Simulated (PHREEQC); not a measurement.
Consider water at 25 °C with 110 mmol/kgw HCl, 0.3 mmol/kgw FeSO4 and 0.087 mmol/kgw MgSO4. Closed to the air; pH follows from the charge balance.

Computed with PHREEQC (ion-association model, phreeqc.dat).

No solid was allowed to form.

**Question.** Order these S species by the share of S that they hold, largest first: FeHSO4+, FeSO4, HSO4-, SO4-2.

**Answer.** HSO4- (80 %), SO4-2 (20 %), FeSO4 (0.14 %), FeHSO4+ (0.11 %)

**Question.** Order these Fe species by the share of Fe that they hold, largest first: FeHSO4+, Fe+2, FeCl+, FeSO4.

**Answer.** Fe+2 (94 %), FeCl+ (5.4 %), FeSO4 (0.17 %), FeHSO4+ (0.14 %)

The pH is 1.04 and the ionic strength 0.111 mol/kgw. Complexes and solids missing from the database can't appear.
